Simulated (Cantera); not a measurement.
A perfectly stirred reactor is fed with 14.7 % C2H6, 85.3 % N2, at 1.01 bar; it is held at 1275 K, and followed from long to short residence time.

Cantera simulation using GRI-Mech 3.0 (53 species, 325 reactions); the numbers are that mechanism's predictions, not measurements. GRI-Mech 3.0 stops at C3 and has no aromatics, soot or wall deposition, so with more carbon than oxygen in the feed, carbon stays in small species such as C2H2 where larger ones or solid carbon would form.

One state of this run: x C2H6 = 0.00213; x C2H2 = 0.0566; x CH4 = 0.0353; x H = 2.59e-6; x C2H = 3.72e-10. x: mole fraction; the columns are a selection and need not sum to one.

Which value of τ (s) does it belong to?
(A) 0.00013
(B) 0.0093
(C) 0.16
(D) 0.65

D, 0.65
